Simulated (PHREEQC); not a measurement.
Consider water at 25 °C with 0.022 mol ZnSO4, 0.00079 mol H3BO3 and 4.7e-05 mol FeSO4 per kg of water. Closed to the air; pH follows from the charge balance.

Model: ion-association model, phreeqc.dat, run in PHREEQC.

This is a speciation only: nothing precipitates in the calculation.

Problem. Order these Zn species by the share of Zn that they hold, largest first: Zn(SO4)2-2, ZnSO4, Zn+2.

Solution. Zn+2 (60 %), ZnSO4 (36 %), Zn(SO4)2-2 (3.7 %)

The pH is 5.66 and the ionic strength 0.0532 mol/kgw. Complexes and solids missing from the database can't appear.
